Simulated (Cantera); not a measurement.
What does this Cantera script print?

```python
import numpy as np
import cantera as ct

gas = ct.Solution("gri30.yaml")
gas.TPX = 948, 100000, {'H2': 1.1, 'O2': 1, 'N2': 10, 'H2O': 0.056}
reactor = ct.IdealGasConstPressureReactor(gas, energy="off", clone=False)
net = ct.ReactorNet([reactor])
net.rtol, net.atol = 1e-08, 1e-18
show = ['H2', 'O2', 'O', 'N2O', 'NO2', 'OH', 'H2O2']
times = np.geomspace(0.0002, 20, 13)

steps = ct.SolutionArray(gas, extra=["t"])
rows = []
print(f"{'t/s':>10s}{'T/K':>9s}{'P/Pa':>11s}" + "".join(f"{s:>11s}" for s in show))
for t in times:
    while net.time < t:
        t_next = net.step()
        steps.append(gas.state, t=t_next)
    rows.append([np.interp(t, steps.t, y) for y in (steps.T, steps.P, *steps(*show).X.T)])
    print(f"{t:10.3e}{rows[-1][0]:9.1f}{rows[-1][1]:11.4g}" + "".join(f"{x:11.3e}" for x in rows[-1][2:]))
rate = np.gradient(steps.T, steps.t)
print("integrator steps:", len(steps.t))
if steps.T.max() > steps.T[0] + 200:
    print(f"time of steepest temperature rise: {steps.t[rate.argmax()]:.4e} s")
gas.TPX = 948, 100000, {'H2': 1.1, 'O2': 1, 'N2': 10, 'H2O': 0.056}
gas.equilibrate("TP")
print(f"equilibrium (TP): T = {gas.T:.1f} K  " + "  ".join(f"{s} {gas[s].X[0]:.3e}" for s in show))
```

It prints:

```
       t/s      T/K       P/Pa         H2         O2          O        N2O        NO2         OH       H2O2
 2.000e-04    948.0      1e+05  9.049e-02  8.226e-02  1.756e-11  1.768e-16  1.623e-28  4.924e-12  3.125e-12
 5.220e-04    948.0      1e+05  9.049e-02  8.226e-02  2.508e-11  8.185e-16  1.324e-26  7.002e-12  3.335e-11
 1.363e-03    948.0      1e+05  9.049e-02  8.226e-02  3.331e-11  3.308e-15  6.269e-25  9.313e-12  3.120e-10
 3.557e-03    948.0      1e+05  9.049e-02  8.226e-02  6.524e-11  1.616e-14  3.382e-23  1.839e-11  2.880e-09
 9.283e-03    948.0      1e+05  9.049e-02  8.226e-02  3.696e-10  1.612e-13  1.246e-20  1.065e-10  4.185e-08
 2.423e-02    948.0      1e+05  5.476e-02  6.505e-02  2.916e-05  3.991e-09  1.384e-10  2.514e-05  8.304e-06
 6.325e-02    948.0      1e+05  4.834e-02  6.189e-02  1.894e-07  5.093e-09  5.987e-09  1.457e-07  1.997e-04
 1.651e-01    948.0      1e+05  3.726e-02  5.655e-02  2.048e-07  7.367e-09  6.085e-09  1.784e-07  2.283e-04
 4.309e-01    948.0      1e+05  1.947e-02  4.804e-02  1.679e-07  1.264e-08  7.073e-09  1.672e-07  1.517e-04
 1.125e+00    948.0      1e+05  3.729e-03  4.054e-02  1.116e-07  2.378e-08  8.995e-09  1.586e-07  4.181e-05
 2.936e+00    948.0      1e+05  2.760e-04  3.890e-02  1.254e-08  3.341e-08  1.101e-08  5.883e-08  1.472e-06
 7.662e+00    948.0      1e+05  4.205e-05  3.879e-02  7.450e-10  3.524e-08  1.147e-08  1.598e-08  6.071e-08
 2.000e+01    948.0      1e+05  9.040e-06  3.878e-02  7.120e-11  3.530e-08  1.155e-08  6.037e-09  4.600e-09
integrator steps: 2029
equilibrium (TP): T = 948.0 K  H2 8.683e-12  O2 3.877e-02  O 5.887e-12  N2O 7.031e-10  NO2 2.612e-07  OH 2.583e-08  H2O2 2.738e-11
```

Model: GRI-Mech 3.0 (53 species, 325 reactions), integrated in Cantera. Below about 950 K walls govern HO2 and H2O2 in real vessels. The temperature is held fixed by assumption; the heat of reaction is taken as removed at once.
